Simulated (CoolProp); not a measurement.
The fluid at 349.79 K and 0.486 MPa is compressed adiabatically to 2.76 MPa with isentropic efficiency 0.85. The same conditions are run with several fluids, on thermodynamics alone (safety and materials aside).

Values from CoolProp's reference Helmholtz-energy equation of state of each fluid (R245fa: Akasaka 2015; ammonia: Gao 2020; c-C4F8 (RC318): Platzer 1990). The equations of Platzer and Polt are older, rougher fits.

Q: Rank R245fa, ammonia, c-C4F8 (RC318) by work (kJ/kg), highest first.

A: ammonia (410), R245fa (37.1), c-C4F8 (RC318) (24.6)

| fluid | final temperature (K) | final density (kg/m³) |
|---|---|---|
| R245fa | 418.8 | 175 |
| ammonia | 531.4 | 11.0 |
| c-C4F8 (RC318) | 402.2 | 277 |
